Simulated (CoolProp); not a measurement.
A simple Rankine cycle with R1224YDZ: condensing at 308.15 K, boiler at 2.47 MPa, turbine inlet 472.1 K, turbine efficiency 0.8, pump efficiency 0.7, no recuperator. Each further row changes one setting.

Values from CoolProp's reference Helmholtz-energy equation of state, Akasaka 2023.

| case | thermal efficiency (%) | net work (kJ/kg) | heat in (kJ/kg) | turbine exit temperature (K) | volume ratio over the turbine |
|---|---|---|---|---|---|
| as stated | 14.2 | 41.1 | 290 | 408.7 | (withheld) |
| condensing temperature 300.15 K | 15.3 | 45.7 | 299 | (withheld) | 16.4 |
| boiler pressure 1.73 MPa | (withheld) | 37.3 | (withheld) | 420.7 | 8.41 |
| turbine efficiency 0.7 | (withheld) | (withheld) | 290 | 414.4 | 12.8 |

Q: What belongs in the gaps?

A: 
- as stated, volume ratio over the turbine: 12.6
- condensing temperature 300.15 K, turbine exit temperature (K): 403.2
- boiler pressure 1.73 MPa, thermal efficiency (%): 12.5
- boiler pressure 1.73 MPa, heat in (kJ/kg): 298
- turbine efficiency 0.7, thermal efficiency (%): 12.3
- turbine efficiency 0.7, net work (kJ/kg): 35.7
